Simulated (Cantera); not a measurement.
A Cantera script and what it prints.

```python
import numpy as np
import cantera as ct

gas_names = """
    CL CLO CL2 Fe FeCL FeCL2 FeCL3 FeO Fe(OH)2 Fe2CL4 Fe2CL6 H HCL HOCL HO2 H2 H2O H2O2 O OH O2 O3
""".split()
cond_names = """
    Fe(a) Fe(c) Fe(d) Fe(L) FeCL2(s) FeCL2(L) FeCL3(s) FeCL3(L) FeO(s) FeO(L) Fe(OH)2(s) Fe(OH)3(s)
    Fe2O3(s) Fe3O4(s) H2O(s) H2O(L)
""".split()


# ... load() reads the species with a 1 bar reference pressure and builds the phases ...
atoms = {
    'Fe3O4': {'Fe': 3, 'O': 4},
    'HCl': {'H': 1, 'CL': 1},
}
top_T = {'Fe2O3(s)': 1830, 'Fe3O4(s)': 1870}  # K; cautious upper limits of use, not melting points


# ... equilibrate(T, P, feed) seeds the gas with the atoms and calls Mixture.equilibrate('TP', solver="vcs", rtol=1e-11, max_steps=5000) ...
results = []
feed = {'Fe3O4': 1, 'HCl': 0.24}  # mol
T = 1675  # K
P = 13332.2  # Pa
mix = equilibrate(T, P, feed)
results.append((T, P, feed, dict(zip(mix.species_names, mix.species_moles))))
print(gas.report(threshold=0.0001))
for i in range(1, mix.n_phases):
    print(f"{mix.phase(i).name:16s} {mix.phase_moles(i):12.5e} mol")
```

It prints:

```
       temperature   1675 K
          pressure   13332 Pa
           density   0.047993 kg/m^3
  mean mol. weight   50.133 kg/kmol
   phase of matter   gas

                          1 kg             1 kmol
                     ---------------   ---------------
          enthalpy       -1.4354e+06       -7.1961e+07  J
   internal energy       -1.7132e+06       -8.5888e+07  J
           entropy            6022.5        3.0192e+05  J/K
    Gibbs function       -1.1523e+07       -5.7768e+08  J
 heat capacity c_p            864.33             43331  J/K
 heat capacity c_v            698.48             35017  J/K

                      mass frac. Y      mole frac. X     chem. pot. / RT
                     ---------------   ---------------   ---------------
                CL          0.013232          0.018712            -19.59
               CL2         0.0023365         0.0016521           -39.179
             FeCL2           0.47785           0.18901            -56.39
             FeCL3           0.01218         0.0037647           -75.979
               HCL           0.40373           0.55516           -34.973
               H2O          0.073852           0.20552           -47.682
                OH        0.00014559        0.00042917           -32.298
                O2          0.016336          0.025594           -33.829
     [  +14 minor]        0.00034538        0.00016787

Fe(d)             0.00000e+00 mol
FeCL2(L)          0.00000e+00 mol
FeCL3(L)          0.00000e+00 mol
FeO(L)            0.00000e+00 mol
Fe2O3(s)          0.00000e+00 mol
Fe3O4(s)          9.84038e-01 mol
```

These are equilibrium values from Cantera (NASA tables, ideal gas, pure condensed phases), not measurements of a reactor.
